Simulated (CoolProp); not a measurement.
Properties of chlorine at several states (Tc = 143.7 °C, pc = 7642 kPa, ω = 0.070).

Model: reference Helmholtz-energy equation of state, Thol 2021, in CoolProp.

```tsv
T (°C)	p (kPa)	phase	density (kg/m³)	cv (kJ/(kg K))	speed of sound (m/s)	expansivity (1/kK)	fugacity coefficient
134.85	238	gas	5.029	(withheld)	248.5	2.537	0.9894
22.35	170	gas	5.017	(withheld)	(withheld)	3.641	0.9784
137.25	20000	liquid	1097	(withheld)	535.0	3.395	(withheld)
108.85	2440	gas	64.42	(withheld)	(withheld)	4.529	0.8664
```

### Question
Fill in the missing entries.

### Answer

- 134.85, cv (kJ/(kg K)): 0.3852
- 22.35, cv (kJ/(kg K)): 0.3686
- 22.35, speed of sound (m/s): 211.6
- 137.25, cv (kJ/(kg K)): 0.4748
- 137.25, fugacity coefficient: 0.3144
- 108.85, cv (kJ/(kg K)): 0.4372
- 108.85, speed of sound (m/s): 220.3
